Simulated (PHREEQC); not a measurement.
Make-up at 70 °C: 0.0029 mol/kgw NiSO4, 0.00011 mol/kgw NiCl2, 0.045 mol/kgw NaHCO3 and 0.00035 mol/kgw NaCl. Closed to the air; pH follows from the charge balance.

All values are PHREEQC results (ion-association model, wateq4f.dat), not measurements.

Question: The ionic strength comes out as 0.0474 mol/kgw. What activity coefficients do CO3-2, Ni+2, NaSO4-, NaCO3-, HCO3- get?

Answer: CO3-2 0.45, Ni+2 0.43, NaSO4- 0.82, NaCO3- 0.82, HCO3- 0.82.

No solid was allowed to form. At this temperature some constants are extrapolated from 25 °C, and those without enthalpy data are left unchanged. The database's nickel carbonate constants are estimates that later reviews lower a good deal.
